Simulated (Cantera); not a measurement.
An adiabatic, constant-volume homogeneous reactor starts with CH4 : O2 : N2 = 1 : 1.67 : 6 (molar parts), at 1448 K and 640000 Pa.

Computed with Cantera and GRI-Mech 3.0 (53 species, 325 reactions). Above 3000 K some thermodynamic fits are extrapolated.

x: mole fraction; the columns are a selection and need not sum to one.

```tsv
t (s)	T (K)	P (bar)	x CH4	x O2	x C2H2	x H2	x NO	x H2O2	x C2H4
3.00e-6	1448	6.40	0.115	0.193	<1e-12	1.10e-7	<1e-12	3.03e-8	2.79e-11
1.28e-5	1448	6.40	0.115	0.193	<1e-12	[?]	<1e-12	[?]	[?]
5.46e-5	1448	6.40	0.115	0.193	1.82e-10	1.61e-5	<1e-12	4.02e-7	1.12e-6
0.000233	1459	6.45	0.113	0.191	1.03e-7	0.000382	<1e-12	2.01e-6	6.35e-5
0.000994	3106	14.7	1.45e-12	0.00652	<1e-12	0.0344	0.00863	1.04e-6	<1e-12
0.00424	3106	14.7	1.45e-12	0.00652	<1e-12	0.0344	0.00863	1.04e-6	<1e-12
0.0181	3106	14.7	1.45e-12	0.00652	<1e-12	0.0344	0.00863	1.04e-6	<1e-12
0.0772	3106	14.7	1.45e-12	0.00652	<1e-12	0.0344	0.00863	1.04e-6	<1e-12
0.330	3106	14.7	1.45e-12	0.00652	<1e-12	0.0344	0.00863	1.04e-6	<1e-12
1.41	3106	14.7	1.45e-12	0.00652	<1e-12	0.0344	0.00863	1.04e-6	<1e-12
6.00	3106	14.7	1.45e-12	0.00652	<1e-12	0.0344	0.00863	1.04e-6	<1e-12
```

**Question.** Fill in the missing entries.

**Answer.** 
- 1.28e-5, x H2: 8.08e-7
- 1.28e-5, x H2O2: 1.90e-7
- 1.28e-5, x C2H4: 4.58e-9
